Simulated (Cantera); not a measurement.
An isothermal, constant-pressure homogeneous reactor starts with 4.58 % CH4, 95.4 % H2, at 2775 K and 0.150 bar.

Detailed kinetics in Cantera: GRI-Mech 3.0 (53 species, 325 reactions). GRI-Mech 3.0 stops at C3 and has no aromatics, soot or wall deposition, so with more carbon than oxygen in the feed, carbon stays in small species such as C2H2 where larger ones or solid carbon would form.

x: mole fraction; the columns are a selection and need not sum to one.

| t (s) | x CH4 | x H2 | x C2H6 | x C2H4 | x C2H | x CH3 | x CH2 |
|---|---|---|---|---|---|---|---|
| 3.00e-5 | 0.0208 | 0.927 | 6.38e-6 | ___ | 1.97e-5 | 0.0129 | 0.000474 |
| 9.49e-5 | 0.00475 | 0.923 | 4.84e-7 | ___ | 0.000110 | 0.00444 | 0.000325 |
| 0.000300 | 0.000553 | 0.911 | 8.21e-9 | ___ | 0.000181 | 0.000691 | 8.50e-5 |
| 0.000949 | 7.22e-5 | 0.889 | 1.74e-10 | ___ | 0.000250 | 0.000123 | 2.16e-5 |
| 0.00300 | 1.80e-5 | 0.850 | 1.44e-11 | ___ | 0.000369 | 4.59e-5 | 1.23e-5 |
| 0.00949 | 9.33e-6 | 0.811 | 4.74e-12 | 7.57e-7 | 0.000490 | 3.25e-5 | 1.18e-5 |
| 0.0300 | 8.56e-6 | 0.805 | 4.10e-12 | 7.07e-7 | 0.000509 | 3.10e-5 | 1.18e-5 |
| 0.0949 | 8.56e-6 | 0.805 | 4.10e-12 | 7.07e-7 | 0.000509 | 3.10e-5 | 1.18e-5 |
| 0.300 | 8.56e-6 | 0.805 | 4.10e-12 | 7.07e-7 | 0.000509 | 3.10e-5 | 1.18e-5 |
| 0.949 | 8.56e-6 | 0.805 | 4.10e-12 | 7.07e-7 | 0.000509 | 3.10e-5 | 1.18e-5 |
| 3.00 | 8.56e-6 | 0.805 | 4.10e-12 | 7.07e-7 | 0.000509 | 3.10e-5 | 1.18e-5 |

Task: Complete the blanks.

Result: 
- 3.00e-5, x C2H4: 0.000386
- 9.49e-5, x C2H4: 5.87e-5
- 0.000300, x C2H4: 4.91e-6
- 0.000949, x C2H4: 2.30e-6
- 0.00300, x C2H4: 1.23e-6
